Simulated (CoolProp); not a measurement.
A single-stage vapour-compression cycle with cyclopentane: evaporating at 292.15 K (dew point), condensing at 313.15 K (bubble point), superheat 0 K, subcooling 5 K, compressor efficiency 0.85, no pressure losses. Each further row changes one setting.

Values from CoolProp's reference Helmholtz-energy equation of state, Gedanitz 2015.

```csv
case,cooling COP,pressure ratio,discharge temperature (K),refrigerating effect (kJ/kg),volumetric capacity (kJ/m³)
as stated,11.5,2.23,320.4,382,372
evaporating temperature 297.15 K,15.5,1.82,318.3,…,456
condensing temperature 308.15 K,15.3,1.86,314.1,391,381
subcooling 10 K,11.8,2.23,320.4,391,381
superheat 10 K,11.4,2.23,…,394,370
compressor efficiency 0.75,10.1,2.23,…,382,372
```

Task: What belongs in the gaps?

Result: 
- evaporating temperature 297.15 K, refrigerating effect (kJ/kg): 387
- superheat 10 K, discharge temperature (K): 330.1
- compressor efficiency 0.75, discharge temperature (K): 323.7
